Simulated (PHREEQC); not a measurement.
A PHREEQC input (ion-association model, wateq4f.dat):

```
SOLUTION 1
  temp 25
  units mg/L
  pH 7.31 charge
  pe 10.1
  Na 74.1
  K 171
  Ca 117
  Mg 41.6
  Cl 28.7
  S(6) 345 as SO4
  Alkalinity 497 as HCO3
  Si 0.101 as SiO2
  B 0.25
  O(0) 0.155
  Ni 1.74
END
USE solution 1
EQUILIBRIUM_PHASES 1
  Chalcedony 0 0
  Quartz 0 0.5
  CO2(g) -2 10
END
```

It stops with these messages:

```
ERROR: pH adustment cannot attain charge balance when alkalinity is fixed.
ERROR: Program terminating due to input errors.
```

The fault: pH asked from the charge balance while alkalinity is fixed. The line should read `pH 7.31` where the input has `pH 7.31 charge`. With the mend the run ends at pH 7.65 and ionic strength 0.0211 mol/kgw.
